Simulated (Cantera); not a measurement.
Charge: 1 mol SiC, 0.014 mol N2O, 270 mol N2, held at 1775 °C.

Equilibrium computed with Cantera from the NASA thermochemical tables; the gas is ideal and each condensed phase is pure. Candidate condensed phases: C, Si, SiC, SiO2, Si2N2O, Si3N4; 34 gas species. Mutual solubility and eutectic melting of coexisting phases are not modelled. The tables' values for SiN are old estimates; treat these amounts as uncertain. Equilibrium is a limit: real reactors are often held back by kinetics, nucleation or transport.

log p: log10 of the partial pressure in bar; n: condensed amount in mol.

```csv
P (Pa),log p N2,log p Si,log p CN,log p SiC2,log p C3,log p C,n C(graphite),n SiC(s),n Si3N4(s)
0.100,-6.00,-8.46,(withheld),-9.74,-10.06,-10.08,0.507,0,0
1,-5.00,-7.46,(withheld),-8.74,-10.06,-10.08,0.788,0,0
10,-4.00,-6.46,(withheld),-7.75,-10.06,-10.08,0.856,0,0
100,-3.00,-5.48,(withheld),-6.77,-10.06,-10.08,0.862,0,0
1000,-2.00,-5.31,(withheld),-6.60,-10.06,-10.08,0.116,0.847,0
10000,-1.00,-5.27,(withheld),-6.64,-10.18,-10.12,0,0.982,0
100000,0.00,-4.64,(withheld),-7.26,<-12,-10.75,0,0.988,0
1000000,1.00,-5.13,(withheld),-6.77,-10.58,-10.25,0,0.986,0.00458
```

Problem. What belongs in the gaps?

Solution. 
- 0.100, log p CN: -8.98
- 1, log p CN: -8.48
- 10, log p CN: -7.98
- 100, log p CN: -7.48
- 1000, log p CN: -6.98
- 10000, log p CN: -6.52
- 100000, log p CN: -6.65
- 1000000, log p CN: -5.66
